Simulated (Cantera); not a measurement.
Cantera run:

```python
import numpy as np
import cantera as ct

gas_names = [...]  # 49 gases of nasa_gas.yaml made of B, Cl, H, N, O
cond_names = """
    B(b) B(L) BN(s) B2O3(L) B3O3H3(cr) H2O(s) H2O(L) NH4CL(a) NH4CL(b)
""".split()


# ... load() reads the species with a 1 bar reference pressure and builds the phases ...
atoms = {
    'BCl3': {'B': 1, 'CL': 3},
    'H2O': {'H': 2, 'O': 1},
    'N2': {'N': 2},
}
top_T = {'BN(s)': 3200}  # K; cautious upper limits of use, not melting points


# ... equilibrate(T, P, feed) seeds the gas with the atoms and calls Mixture.equilibrate('TP', solver="vcs", rtol=1e-11, max_steps=5000) ...
results = []
feed = {'BCl3': 1, 'H2O': 7.8, 'N2': 0.89}  # mol
P = 29  # Pa
for T in [1148, 1223, 1298, 1373, 1448, 1523, 1598, 1673, 1748, 1823, 1898, 1973, 2048]:
    mix = equilibrate(T, P, feed)
    results.append((T, P, feed, dict(zip(mix.species_names, mix.species_moles))))
    x = sorted(zip(gas.X, gas.species_names), reverse=True)
    print(f"T = {T:g} K  P = {P:g} Pa  gas = {mix.phase_moles(0):.4g} mol")
    print("   x: " + "  ".join(f"{s} {v:.3e}" for v, s in x if v > 0.0001))
    print("   condensed (mol): " + ("  ".join(f"{mix.phase(i).name} {mix.phase_moles(i):.4g}"
          for i in range(1, mix.n_phases) if mix.phase_moles(i) > 1e-12) or "none"))
```

Output:

```
T = 1148 K  P = 29 Pa  gas = 10.28 mol
   x: H2O 6.039e-01  HCL 2.917e-01  N2 8.658e-02  HBO2 1.746e-02  CL 1.266e-04  H3B3O6 1.143e-04
   condensed (mol): B2O3(L) 0.4084
T = 1223 K  P = 29 Pa  gas = 10.46 mol
   x: H2O 5.766e-01  HCL 2.865e-01  N2 8.509e-02  HBO2 5.113e-02  CL 3.165e-04  H2 1.896e-04
   condensed (mol): B2O3(L) 0.2307
T = 1298 K  P = 29 Pa  gas = 10.69 mol
   x: H2O 5.426e-01  HCL 2.798e-01  HBO2 9.282e-02  N2 8.322e-02  CL 7.072e-04  H2 4.415e-04  B2O3 3.097e-04
   condensed (mol): none
T = 1373 K  P = 29 Pa  gas = 10.7 mol
   x: H2O 5.423e-01  HCL 2.789e-01  HBO2 9.263e-02  N2 8.318e-02  CL 1.458e-03  H2 9.612e-04  B2O3 3.994e-04
   condensed (mol): none
T = 1448 K  P = 29 Pa  gas = 10.71 mol
   x: H2O 5.415e-01  HCL 2.773e-01  HBO2 9.232e-02  N2 8.311e-02  CL 2.777e-03  H2 1.941e-03  B2O3 5.009e-04  O2 2.276e-04  OH 1.584e-04
   condensed (mol): none
T = 1523 K  P = 29 Pa  gas = 10.72 mol
   x: H2O 5.401e-01  HCL 2.747e-01  HBO2 9.190e-02  N2 8.297e-02  CL 4.941e-03  H2 3.667e-03  B2O3 6.138e-04  O2 4.908e-04  OH 3.731e-04
   condensed (mol): none
T = 1598 K  P = 29 Pa  gas = 10.75 mol
   x: H2O 5.374e-01  HCL 2.707e-01  HBO2 9.131e-02  N2 8.275e-02  CL 8.282e-03  H2 6.532e-03  O2 9.797e-04  OH 8.090e-04  B2O3 7.371e-04  H 2.526e-04  BO2 1.686e-04
   condensed (mol): none
T = 1673 K  P = 29 Pa  gas = 10.8 mol
   x: H2O 5.327e-01  HCL 2.646e-01  HBO2 9.047e-02  N2 8.239e-02  CL 1.316e-02  H2 1.103e-02  O2 1.830e-03  OH 1.632e-03  B2O3 8.691e-04  H 7.025e-04  BO2 3.384e-04
   condensed (mol): none
T = 1748 K  P = 29 Pa  gas = 10.87 mol
   x: H2O 5.249e-01  HCL 2.561e-01  HBO2 8.926e-02  N2 8.183e-02  CL 1.990e-02  H2 1.775e-02  O2 3.228e-03  OH 3.085e-03  H 1.787e-03  B2O3 1.008e-03  BO2 6.383e-04  O 2.446e-04  NO 1.384e-04
   condensed (mol): none
T = 1823 K  P = 29 Pa  gas = 10.98 mol
   x: H2O 5.126e-01  HCL 2.445e-01  HBO2 8.751e-02  N2 8.098e-02  CL 2.874e-02  H2 2.725e-02  OH 5.498e-03  O2 5.404e-03  H 4.200e-03  B2O3 1.149e-03  BO2 1.139e-03  O 6.512e-04  NO 2.309e-04  BOCL 1.220e-04
   condensed (mol): none
T = 1898 K  P = 29 Pa  gas = 11.14 mol
   x: H2O 4.937e-01  HCL 2.294e-01  HBO2 8.497e-02  N2 7.970e-02  H2 4.000e-02  CL 3.973e-02  OH 9.268e-03  H 9.181e-03  O2 8.616e-03  BO2 1.931e-03  O 1.599e-03  B2O3 1.289e-03  NO 3.671e-04  BOCL 1.488e-04
   condensed (mol): none
T = 1973 K  P = 29 Pa  gas = 11.39 mol
   x: H2O 4.658e-01  HCL 2.105e-01  HBO2 8.133e-02  N2 7.783e-02  H2 5.609e-02  CL 5.263e-02  H 1.877e-02  OH 1.479e-02  O2 1.309e-02  O 3.643e-03  BO2 3.121e-03  B2O3 1.421e-03  NO 5.573e-04  BO 2.465e-04  BOCL 1.753e-04
   condensed (mol): none
T = 2048 K  P = 29 Pa  gas = 11.78 mol
   x: H2O 4.263e-01  HCL 1.877e-01  HBO2 7.617e-02  N2 7.517e-02  H2 7.490e-02  CL 6.679e-02  H 3.599e-02  OH 2.231e-02  O2 1.888e-02  O 7.738e-03  BO2 4.809e-03  B2O3 1.531e-03  NO 8.070e-04  BO 5.832e-04  BOCL 1.990e-04
   condensed (mol): none
```

Equilibrium computed with Cantera from the NASA thermochemical tables; the gas is ideal and each condensed phase is pure. The tables' values for BOCl are old estimates; treat these amounts as uncertain. Gases not in the tables: H3BO3.
